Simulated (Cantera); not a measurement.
Cantera run, input and output.

```python
import numpy as np
import cantera as ct

gas = ct.Solution("gri30.yaml")
gas.TPX = 400, 101325, {'C2H6': 1, 'O2': 3.5, 'N2': 13.2, 'H2O': 2.9}
inlet = ct.Reservoir(gas, clone=True)
gas.equilibrate("HP")  # start burning
reactor = ct.IdealGasConstPressureReactor(gas, energy="on", clone=False)
exhaust = ct.Reservoir(gas, clone=True)
tau = [0.27, 0.088, 0.029, 0.0093, 0.003, 0.00099, 0.00032, 0.0001, 3.4e-05][0]
for a, b in ((inlet, reactor), (reactor, exhaust)):
    ct.MassFlowController(a, b, mdot=lambda t: reactor.mass / tau)
net = ct.ReactorNet([reactor])
show = ['C2H6', 'O2', 'H2O', 'HO2', 'OH', 'N2O']

rows = []
print(f"{'tau/s':>10s}{'T/K':>9s}" + "".join(f"{s:>11s}" for s in show))
for tau in [0.27, 0.088, 0.029, 0.0093, 0.003, 0.00099, 0.00032, 0.0001, 3.4e-05]:
    net.initial_time = 0.0
    net.advance(30 * tau)
    before = gas.X
    net.advance(40 * tau)
    drift = np.max(np.abs(gas.X - before) / (gas.X + 1e-9))
    rows.append([gas.T, *gas[show].X, drift])
    print(f"{tau:10.3e}{gas.T:9.1f}" + "".join(f"{x:11.3e}" for x in gas[show].X))
```

Output:

```
     tau/s      T/K       C2H6         O2        H2O        HO2         OH        N2O
 2.700e-01   2081.1  1.601e-07  4.083e-03  2.730e-01  4.774e-07  2.342e-03  6.873e-08
 8.800e-02   2063.2  4.610e-07  5.164e-03  2.713e-01  7.470e-07  2.852e-03  8.027e-08
 2.900e-02   2035.0  1.260e-06  6.771e-03  2.687e-01  1.292e-06  3.585e-03  9.079e-08
 9.300e-03   1993.9  3.371e-06  9.011e-03  2.650e-01  2.336e-06  4.507e-03  9.630e-08
 3.000e-03   1940.8  8.753e-06  1.183e-02  2.603e-01  4.108e-06  5.428e-03  9.616e-08
 9.900e-04   1877.5  2.291e-05  1.528e-02  2.552e-01  6.916e-06  6.058e-03  9.250e-08
 3.200e-04   1798.2  7.012e-05  2.048e-02  2.504e-01  1.238e-05  5.901e-03  8.588e-08
 1.000e-04    400.0  4.854e-02  1.699e-01  1.408e-01  4.961e-19  1.570e-29  7.702e-23
 3.400e-05    400.0  4.854e-02  1.699e-01  1.408e-01  2.473e-21  8.359e-32  3.839e-25
```

Detailed kinetics in Cantera: GRI-Mech 3.0 (53 species, 325 reactions).
